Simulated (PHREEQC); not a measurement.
A PHREEQC speciation (ion-association model, wateq4f.dat) at 25 °C gives pH 4.01 and these molalities:

```csv
species,mol/kgw
AlSO4+,0.0144
SO4-2,0.0106
Al+3,0.00289
Al(SO4)2-,0.00232
AlOH+2,0.000156
H+,0.000112
HSO4-,5.77e-5
Al(OH)2+,7.39e-6
```

Task: What are the element totals, and what could have been dissolved in 1 kg of water to give them?

Result: One answer among several that fit: totals Al 0.0198, S(6) 0.0297 mol/kgw, from 9.9 mmol/kgw Al2(SO4)3.

No solid was allowed to form. Saturation is exceeded, for instance for Basaluminite, Gibbsite (slow to form); the values hold only as long as no solid forms. Species that the database lacks are ignored.
